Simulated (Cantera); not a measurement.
Feed: 1 mol Cr, 1.2 mol N2O, 200 mol H2, 0.2 mol O2, held at 110000 Pa.

Cantera equilibrium calculation (NASA polynomials, part measured and part estimated; ideal gas, pure solids and liquids). Candidate condensed phases: Cr, CrN, Cr2N, Cr2O3, H2O; 29 gas species. Mutual solubility and eutectic melting of coexisting phases are not modelled. Kinetics and transport are ignored.

x: gas mole fraction; n: condensed amount in mol.

```
T (K)   x H2       x H     x H2O     x N2      x Cr    x NH3      x OH  n Cr2O3(s)  n Cr(s)
-----  -----  --------  --------  -------  --------  -------  --------  ----------  -------
923    0.993  2.32e-10  0.000497  0.00592    <1e-12  8.47e-5    <1e-12       0.500        0
1073   0.994   1.33e-8  0.000497  0.00595    <1e-12  3.11e-5    <1e-12       0.500        0
1223   0.994   2.86e-7  0.000497  0.00596  5.94e-11  1.45e-5  1.29e-12       0.500        0
1373   0.994         ?  0.000497  0.00596         ?        ?         ?       0.500        0
1523   0.993         ?         ?  0.00596         ?        ?         ?           ?        ?
1673   0.990  0.000108   0.00343  0.00596   1.23e-5  3.25e-6   1.80e-8       0.304    0.390
1823   0.986  0.000410   0.00710  0.00596  0.000116  2.32e-6   2.05e-7      0.0573    0.862
1973   0.984   0.00128   0.00794  0.00595  0.000765  1.74e-6   9.77e-7           0    0.845
2123   0.979   0.00338   0.00788  0.00593   0.00380  1.36e-6   3.37e-6           0    0.227
2273   0.973   0.00790   0.00784  0.00591   0.00489  1.10e-6   9.88e-6           0        0
2423   0.965    0.0166   0.00778  0.00588   0.00487  9.02e-7   2.53e-5           0        0
2573   0.950    0.0319   0.00768  0.00584   0.00482  7.51e-7   5.80e-5           0        0
```

Q: Some entries are withheld; supply them.

A: 
- 1523, x H: 2.20e-5
- 1523, x H2O: 0.00143
- 1523, x Cr: 8.15e-7
- 1523, x NH3: 4.86e-6
- 1523, x OH: 9.75e-10
- 1523, n Cr2O3(s): 0.437
- 1523, n Cr(s): 0.125
- 1373, x H: 3.16e-6
- 1373, x Cr: 2.87e-8
- 1373, x NH3: 7.91e-6
- 1373, x OH: 2.83e-11
